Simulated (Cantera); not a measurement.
A closed system holds: 1 mol TiO2, 1.3 mol H2, at 1825 °C and 2780 Torr.

Equilibrium computed with Cantera from the NASA thermochemical tables; the gas is ideal and each condensed phase is pure. Candidate condensed phases: H2O, Ti, TiO, TiO2, Ti2O3, Ti3O5, Ti4O7; 12 gas species. Condensed phases not in the tables: Magnéli phases beyond Ti4O7. Kinetics and transport are ignored.

Base state: H2 0.806, H2O 0.192, H 0.00144, OH 4.06e-5 (mole fractions); condensed: Ti4O7(l).

What changes in the equilibrium state with this change: TiO2 replaced by Al2O3?


| species | before | after |
|---|---|---|
| H2 | 0.806 | 0.998 |
| H | 0.00144 | 0.00160 |
| H2O | 0.192 | 0.000161 |
| Al | 0 | 4.45e-5 |
| Al2O | 0 | 3.00e-5 |
| AlH | 0 | 1.95e-5 |
| OH | 4.06e-5 | 3.06e-8 |
| Ti4O7(l), mol | 0.250 | 0 |
| Al2O3(s), mol | 0 | 1.000 |
Further candidate phases: Al, Al2O3.

What changes in the equilibrium state with this change: 0.0019 mol CH4 added?


```tsv
species	before	after
H2	0.806	0.807
H2O	0.192	0.190
H	0.00144	0.00144
CO	0	0.00139
CO2	0	6.61e-5
OH	4.06e-5	4.01e-5
Ti4O7(l), mol	0.250	0.250
```
Further candidate phases: C, C6H6, C7H8, C8H18, TiC.
